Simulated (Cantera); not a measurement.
Cantera run:

```python
import numpy as np
import cantera as ct

gas_names = [...]  # 116 gases of nasa_gas.yaml made of C, H, Mg, O
cond_names = """
    C(gr) C6H6(L) C7H8(L) C8H18(L),n-octa H2O(s) H2O(L) Mg(cr) Mg(L) MgCO3(s) MgO(s) MgO(L) MgO2H2(s)
""".split()


# ... load() reads the species with a 1 bar reference pressure and builds the phases ...
atoms = {
    'MgO': {'Mg': 1, 'O': 1},
    'CH4': {'C': 1, 'H': 4},
    'CO': {'C': 1, 'O': 1},
}
top_T = {'C(gr)': 4500}  # K; cautious upper limits of use, not melting points


# ... equilibrate(T, P, feed) seeds the gas with the atoms and calls Mixture.equilibrate('TP', solver="vcs", rtol=1e-11, max_steps=5000) ...
results = []
feed = {'MgO': 1, 'CH4': 4.9, 'CO': 0.068}  # mol
P = 13332.2  # Pa
for T in [1348, 1423, 1498, 1573, 1648, 1723, 1798, 1873, 1948, 2023]:
    mix = equilibrate(T, P, feed)
    results.append((T, P, feed, dict(zip(mix.species_names, mix.species_moles))))

top = {s: max(r[3][s] / sum(r[3][g] for g in gas_names) for r in results) for s in gas_names}
cols = sorted((s for s in top if top[s] > 1e-05), key=lambda s: -top[s])[:8]
seen = [c for c in cond_names if any(r[3].get(c, 0) > 1e-12 for r in results)]
print("log10 of partial pressures in bar; condensed amounts in mol")
print(f"{'T/K':>10s}" + "".join(f"{s[:9]:>10s}" for s in cols + seen))
for T, P, feed, n in results:
    ng = sum(n[g] for g in gas_names)
    print(f"{T:10.4g}" + "".join(f"{np.log10(max(n[s] / ng * P / 1e5, 1e-99)):10.3f}" for s in cols)
          + "".join(f"{n.get(c, 0):10.4g}" for c in seen))
```

Result:

```
log10 of partial pressures in bar; condensed amounts in mol
       T/K        H2        CO        Mg         H       CH4 C2H2,acet       MgH     C(gr)    MgO(s)
      1348    -0.878    -3.036    -5.635    -6.075    -3.991    -6.798    -8.139     4.892    0.9998
      1423    -0.879    -3.018    -4.384    -5.617    -4.176    -6.343    -6.847     4.892    0.9969
      1498    -0.881    -2.877    -3.385    -5.205    -4.348    -5.936    -5.812     4.866    0.9692
      1573    -0.892    -2.537    -2.697    -4.837    -4.520    -5.577    -5.096     4.743    0.8462
      1648    -0.924    -2.125    -2.177    -4.512    -4.721    -5.274    -4.562     4.348    0.4507
      1723    -0.959    -1.921    -1.951    -4.218    -4.915    -5.002    -4.325     3.897         0
      1798    -0.959    -1.921    -1.951    -3.933    -5.029    -4.722    -4.300     3.896         0
      1873    -0.959    -1.921    -1.952    -3.670    -5.133    -4.465    -4.276     3.893         0
      1948    -0.960    -1.921    -1.952    -3.427    -5.230    -4.228    -4.255     3.889         0
      2023    -0.961    -1.922    -1.953    -3.202    -5.320    -4.010    -4.236     3.882         0
```

These are equilibrium values from Cantera (NASA tables, ideal gas, pure condensed phases), not measurements of a reactor. The tables' values for MgH are old estimates; treat these amounts as uncertain.
